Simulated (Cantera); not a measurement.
A Cantera script and what it prints.

```python
import numpy as np
import cantera as ct

gas_names = """
    C CH CH2 CH3 CH4 C2 C2H C2H2,acetylene C2H2,vinylidene C2H3,vinyl C2H4 C2H5 C2H6 C3 C3H3,propargyl
    C3H4,allene C3H4,propyne C3H4,cyclo- C3H5,allyl C3H6,propylene C3H6,cyclo- C3H7,n-propyl
    C3H7,i-propyl C3H8 C4 C4H2 C4H4,1,3-cyclo- C4H6,butadiene C4H6,2-butyne C4H6,cyclo- C4H8,1-butene
    C4H8,cis2-buten C4H8,tr2-butene C4H8,isobutene C4H8,cyclo- C4H9,n-butyl C4H9,i-butyl C4H9,s-butyl
    C4H9,t-butyl C4H10,isobutane C4H10,n-butane C5 C5H6,1,3cyclo- C5H8,cyclo- C5H10,1-pentene
    C5H10,cyclo- C5H11,pentyl C5H11,t-pentyl C5H12,n-pentane C5H12,i-pentane CH3C(CH3)2CH3 C6H2
    C6H5,phenyl C6H6 C6H10,cyclo- C6H12,1-hexene C6H12,cyclo- C6H13,n-hexyl C7H7,benzyl C7H8
    C7H14,1-heptene C7H15,n-heptyl C7H16,n-heptane C8H8,styrene C8H10,ethylbenz C8H16,1-octene
    C8H17,n-octyl C8H18,isooctane C8H18,n-octane C9H19,n-nonyl C10H8,naphthale C10H21,n-decyl
    C12H9,o-bipheny C12H10,bipheny H H2 Si SiC SiC2 SiC4H12 SiH SiH2 SiH3 SiH4 Si2 Si2C Si3
""".split()
cond_names = """
    C(gr) C6H6(L) C7H8(L) C8H18(L),n-octa Si(cr) Si(L) SiC(b)
""".split()


def load(file, names, dense=False):
    # The tables refer to 1 bar. Condensed volumes are neglected.
    table = {s.name: s for s in ct.Species.list_from_file(file)}
    out = []
    for n in names:
        d = dict(table[n].input_data)
        d["thermo"] = dict(d["thermo"], **{"reference-pressure": 1e5})
        if dense:
            d["equation-of-state"] = {"model": "constant-volume", "density": "1e6 g/cm^3"}
        out.append(ct.Species.from_dict(d))
    return out


gas = ct.Solution(thermo="ideal-gas", species=load("nasa_gas.yaml", gas_names))
cond = {s.name: ct.Solution(thermo="fixed-stoichiometry", species=[s], name=s.name)
        for s in load("nasa_condensed.yaml", cond_names, dense=True)}
atoms = {
    'Si(CH3)4': {'Si': 1, 'C': 4, 'H': 12},
    'CH4': {'C': 1, 'H': 4},
    'H2': {'H': 2},
}
top_T = {'C(gr)': 4500, 'SiC(b)': 3050}  # K; cautious upper limits of use, not melting points


def equilibrate(T, P, feed):
    n = {}
    for name, mol in feed.items():
        for a, k in atoms[name].items():
            n[a] = n.get(a, 0.0) + k * mol
    gas.TPX = T, P, n
    mass = sum(n.values()) * gas.mean_molecular_weight
    gas.equilibrate("TP")
    valid = [c for c in cond.values() if c.min_temp <= T <= top_T.get(c.name, c.max_temp)]
    mix = ct.Mixture([(gas, mass / gas.mean_molecular_weight)] + [(c, 0.0) for c in valid])
    mix.T, mix.P = T, P
    mix.equilibrate("TP", solver="vcs", rtol=1e-11, max_steps=5000)
    return mix


results = []
feed = {'Si(CH3)4': 1, 'CH4': 0.013, 'H2': 24}  # mol
P = 69000  # Pa
for T in [1200, 1300, 1400, 1500, 1600, 1700, 1800, 1900, 2000, 2100, 2200, 2300, 2400, 2500]:
    mix = equilibrate(T, P, feed)
    results.append((T, P, feed, dict(zip(mix.species_names, mix.species_moles))))

top = {s: max(r[3][s] / sum(r[3][g] for g in gas_names) for r in results) for s in gas_names}
cols = sorted((s for s in top if top[s] > 1e-06), key=lambda s: -top[s])[:5]
seen = [c for c in cond_names if any(r[3].get(c, 0) > 1e-12 for r in results)]
print("log10 of partial pressures in bar; condensed amounts in mol")
print(f"{'T/K':>10s}" + "".join(f"{s[:9]:>10s}" for s in cols + seen))
for T, P, feed, n in results:
    ng = sum(n[g] for g in gas_names)
    print(f"{T:10.4g}" + "".join(f"{np.log10(max(n[s] / ng * P / 1e5, 1e-99)):10.3f}" for s in cols)
          + "".join(f"{n.get(c, 0):10.4g}" for c in seen))
```

Result:

```
log10 of partial pressures in bar; condensed amounts in mol
       T/K        H2         H       CH4 C2H2,acet        Si     C(gr)    SiC(b)
      1200    -0.166    -6.788    -2.133    -7.154   -14.631     2.696         1
      1300    -0.163    -6.038    -2.431    -6.403   -12.892     2.853         1
      1400    -0.162    -5.394    -2.689    -5.761   -11.404     2.924         1
      1500    -0.162    -4.835    -2.914    -5.207   -10.115     2.959         1
      1600    -0.162    -4.345    -3.111    -4.722    -8.989     2.977         1
      1700    -0.162    -3.912    -3.284    -4.296    -7.997     2.986         1
      1800    -0.162    -3.527    -3.437    -3.918    -7.116     2.986         1
      1900    -0.162    -3.181    -3.574    -3.580    -6.329     2.978    0.9999
      2000    -0.162    -2.870    -3.697    -3.277    -5.622     2.958    0.9997
      2100    -0.164    -2.588    -3.809    -3.004    -4.983      2.92    0.9988
      2200    -0.165    -2.332    -3.911    -2.757    -4.403     2.857    0.9963
      2300    -0.168    -2.098    -4.006    -2.533    -3.874     2.759    0.9886
      2400    -0.173    -1.885    -4.096    -2.330    -3.389     2.618    0.9661
      2500    -0.180    -1.690    -4.184    -2.146    -2.944     2.431    0.9035
```

Equilibrium computed with Cantera from the NASA thermochemical tables; the gas is ideal and each condensed phase is pure. Gases not in the tables: Si2H6 and higher silanes.
